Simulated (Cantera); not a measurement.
Input: 1 mol Si, 7.2 mol HBr, equilibrated at 998.15 K and 0.100 bar.

Cantera equilibrium calculation (NASA polynomials, part measured and part estimated; ideal gas, pure solids and liquids). Candidate condensed phases: Br2, Si; 19 gas species. The tables' values for SiBr3 are old estimates; treat these amounts as uncertain. Rates play no part.

Base state: HBr 0.517, H2 0.322, SiBr4 0.161, SiHBr3 0.000403, SiBr3 5.81e-5, Br 1.07e-5 (mole fractions); condensed: gas only.

Question: What changes in the equilibrium state with this change: temperature from 998.15 K to 1123.15 K?

Answer: 
| species | before | after |
|---|---|---|
| HBr | 0.517 | 0.518 |
| H2 | 0.322 | 0.321 |
| SiBr4 | 0.161 | 0.159 |
| SiBr2 | 5.24e-6 | 0.000214 |
| SiBr3 | 5.81e-5 | 0.000568 |
| Br | 1.07e-5 | 8.29e-5 |
